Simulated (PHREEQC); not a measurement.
Acid rinse or clean

Make-up at 25 °C: 0.026 mol H2SO4 and 0.011 mol NaCl per kg of water. Closed to the air; pH follows from the charge balance.

All values are PHREEQC results (ion-association model, phreeqc.dat), not measurements.

The pH is 1.51, the ionic strength comes out as 0.0566 mol/kgw and the specific conductance is 14000 µS/cm. The density is 0.999 g/cm³ and the total alkalinity is -52.0 meq/kg.

```csv
species,molality,activity,log γ
H+,0.0360,0.0306,-0.071
HSO4-,0.0160,0.0130,-0.089
Cl-,0.0110,0.00887,-0.094
Na+,0.0108,0.00880,-0.087
SO4-2,0.00981,0.00437,-0.351
NaSO4-,0.000235,0.000193,-0.085
```

This is a speciation only: nothing precipitates in the calculation.
